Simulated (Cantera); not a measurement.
Gas activation for diamond growth

An isothermal, constant-pressure homogeneous reactor starts with 1.95 % CH4, 97.3 % H2, 0.720 % H, at 2398 K and 100.0 Torr.

Model: GRI-Mech 3.0 (53 species, 325 reactions), integrated in Cantera. GRI-Mech 3.0 stops at C3 and has no aromatics, soot or wall deposition, so with more carbon than oxygen in the feed, carbon stays in small species such as C2H2 where larger ones or solid carbon would form.

| t (s) | x CH4 | x H2 | x H | x C2H2 | x CH2 | x CH3 | x C2H4 |
|---|---|---|---|---|---|---|---|
| 0.000800 | 0.00289 | 0.963 | 0.0255 | 0.00729 | 5.14e-5 | 0.00140 | 1.26e-5 |
| 0.00246 | 0.000547 | 0.959 | 0.0313 | 0.00897 | 1.62e-5 | 0.000327 | 2.17e-6 |
| 0.00755 | 0.000107 | 0.954 | 0.0368 | 0.00929 | 4.53e-6 | 7.57e-5 | 1.44e-6 |
| 0.0232 | 3.20e-5 | 0.949 | 0.0412 | 0.00933 | 1.72e-6 | 2.54e-5 | 1.28e-6 |
| 0.0713 | 2.52e-5 | 0.948 | 0.0423 | 0.00933 | 1.44e-6 | 2.06e-5 | 1.25e-6 |
| 0.219 | 2.52e-5 | 0.948 | 0.0423 | 0.00933 | 1.44e-6 | 2.06e-5 | 1.24e-6 |
| 0.673 | 2.52e-5 | 0.948 | 0.0423 | 0.00933 | 1.44e-6 | 2.06e-5 | 1.24e-6 |
| 2.07 | 2.52e-5 | 0.948 | 0.0423 | 0.00933 | 1.44e-6 | 2.06e-5 | 1.24e-6 |
| 6.36 | 2.52e-5 | 0.948 | 0.0423 | 0.00933 | 1.44e-6 | 2.06e-5 | 1.24e-6 |
| 19.5 | 2.52e-5 | 0.948 | 0.0423 | 0.00933 | 1.44e-6 | 2.06e-5 | 1.24e-6 |
| 60.0 | 2.52e-5 | 0.948 | 0.0423 | 0.00933 | 1.44e-6 | 2.06e-5 | 1.24e-6 |
x: mole fraction; the columns are a selection and need not sum to one.

Equilibrium at this temperature and pressure: CH4 2.54e-5, H2 0.948, H 0.0423, C2H2 0.00933, CH2 1.45e-6, CH3 2.08e-5, C2H4 1.24e-6 (gas phase only).
